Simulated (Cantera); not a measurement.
Input (Python, Cantera) and output of one run.

```python
import numpy as np
import cantera as ct

gas_names = [...]  # 110 gases of nasa_gas.yaml made of C, H, O
cond_names = """
    C(gr) C6H6(L) C7H8(L) C8H18(L),n-octa H2O(s) H2O(L)
""".split()


# ... load() reads the species with a 1 bar reference pressure and builds the phases ...
atoms = {
    'C2H5OH': {'C': 2, 'H': 6, 'O': 1},
    'CO2': {'C': 1, 'O': 2},
}
top_T = {'C(gr)': 4500}  # K; cautious upper limits of use, not melting points


# ... equilibrate(T, P, feed) seeds the gas with the atoms and calls Mixture.equilibrate('TP', solver="vcs", rtol=1e-11, max_steps=5000) ...
results = []
feed = {'C2H5OH': 1, 'CO2': 1.8}  # mol
P = 33  # Pa
for T in [1373, 1473, 1573, 1673, 1773, 1873, 1973, 2073, 2173, 2273, 2373]:
    mix = equilibrate(T, P, feed)
    results.append((T, P, feed, dict(zip(mix.species_names, mix.species_moles))))

top = {s: max(r[3][s] / sum(r[3][g] for g in gas_names) for r in results) for s in gas_names}
cols = sorted((s for s in top if top[s] > 1e-05), key=lambda s: -top[s])[:9]
seen = [c for c in cond_names if any(r[3].get(c, 0) > 1e-12 for r in results)]
print("log10 of partial pressures in bar; condensed amounts in mol")
print(f"{'T/K':>10s}" + "".join(f"{s[:9]:>10s}" for s in cols + seen))
for T, P, feed, n in results:
    ng = sum(n[g] for g in gas_names)
    print(f"{T:10.4g}" + "".join(f"{np.log10(max(n[s] / ng * P / 1e5, 1e-99)):10.3f}" for s in cols)
          + "".join(f"{n.get(c, 0):10.4g}" for c in seen))
```

It prints:

```
log10 of partial pressures in bar; condensed amounts in mol
       T/K        CO        H2         H       H2O       CO2         O        OH        O2
      1373    -3.773    -3.913    -7.434    -4.634    -4.807   -13.460    -9.903   -14.499
      1473    -3.769    -3.918    -6.857    -4.607    -4.851   -12.126    -9.130   -13.143
      1573    -3.766    -3.923    -6.352    -4.586    -4.890   -10.963    -8.458   -11.963
      1673    -3.764    -3.929    -5.908    -4.571    -4.925    -9.939    -7.868   -10.927
      1773    -3.763    -3.936    -5.514    -4.560    -4.957    -9.031    -7.346   -10.007
      1873    -3.764    -3.948    -5.164    -4.554    -4.984    -8.217    -6.880    -9.182
      1973    -3.768    -3.969    -4.854    -4.556    -5.008    -7.483    -6.465    -8.435
      2073    -3.776    -4.004    -4.582    -4.571    -5.029    -6.816    -6.093    -7.752
      2173    -3.790    -4.061    -4.347    -4.608    -5.053    -6.208    -5.767    -7.129
      2273    -3.811    -4.149    -4.150    -4.692    -5.096    -5.666    -5.502    -6.587
      2373    -3.840    -4.278    -3.994    -4.868    -5.195    -5.223    -5.335    -6.195
```

Cantera equilibrium calculation (NASA polynomials, part measured and part estimated; ideal gas, pure solids and liquids).
